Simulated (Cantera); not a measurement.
Charge: 1 mol CH2F2, 0.23 mol H2, at 2825 K.

Cantera equilibrium calculation (NASA polynomials, part measured and part estimated; ideal gas, pure solids and liquids). Candidate condensed phases: C, C6H6, C7H8, C8H18; 95 gas species. Kinetics and transport are ignored.

### Question
What share of the C ends up in condensed phases as a function of P (Pa), at 1, 6.80, 46, 320, 2200, 15000, 100000?

### Answer
```json
[
 {"P (Pa)": "1", "C condensed (%)": "0.0", "as": "-"},
 {"P (Pa)": "6.80", "C condensed (%)": "0.0", "as": "-"},
 {"P (Pa)": "46", "C condensed (%)": "0.0", "as": "-"},
 {"P (Pa)": "320", "C condensed (%)": "86.4", "as": "C(graphite)"},
 {"P (Pa)": "2200", "C condensed (%)": "97.2", "as": "C(graphite)"},
 {"P (Pa)": "15000", "C condensed (%)": "98.4", "as": "C(graphite)"},
 {"P (Pa)": "100000", "C condensed (%)": "98.4", "as": "C(graphite)"}
]
```
